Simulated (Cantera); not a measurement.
# Carbon deposition, reforming and gasification: n-butane + CO₂

Feed: 1 mol n-butane, 0.5 mol CO₂, held at 3.20 mbar.

Cantera equilibrium calculation (NASA polynomials, part measured and part estimated; ideal gas, pure solids and liquids). Candidate condensed phases: C, C₆H₆, C₇H₈, C₈H₁₈, H₂O; 110 gas species. Rates play no part.

```tsv
T (K)	x H₂	x CO	x H₂O	x CH₄	x CO₂	x C₂H₆	x H	n C(graphite)
650	0.786	0.0170	0.109	0.0514	0.0367	5.78e-9	<1e-12	3.97
675	0.815	0.0316	0.0833	0.0311	0.0387	3.28e-9	<1e-12	3.97
700	0.832	0.0530	0.0604	0.0188	0.0363	1.85e-9	<1e-12	3.92
725	0.838	0.0800	0.0412	0.0115	0.0296	1.05e-9	1.51e-12	3.83
750	0.838	0.108	0.0263	0.00718	0.0207	6.01e-10	5.12e-12	3.73
775	0.836	0.131	0.0158	0.00457	0.0126	3.54e-10	1.60e-11	3.64
800	0.834	0.147	0.00918	0.00299	0.00683	2.15e-10	4.68e-11	3.58
825	0.833	0.156	0.00525	0.00201	0.00352	1.34e-10	1.28e-10	3.54
850	0.833	0.161	0.00303	0.00138	0.00179	8.65e-11	3.31e-10	3.52
875	0.833	0.164	0.00178	0.000969	0.000922	5.70e-11	8.09e-10	3.51
900	0.833	0.165	0.00107	0.000693	0.000486	3.84e-11	1.89e-9	3.51
```
x: gas mole fraction; n: condensed amount in mol.

From 650 K to 900 K the condensed part is C(graphite). The main C-bearing gas is CH₄ at 650 K and CO at 900 K.
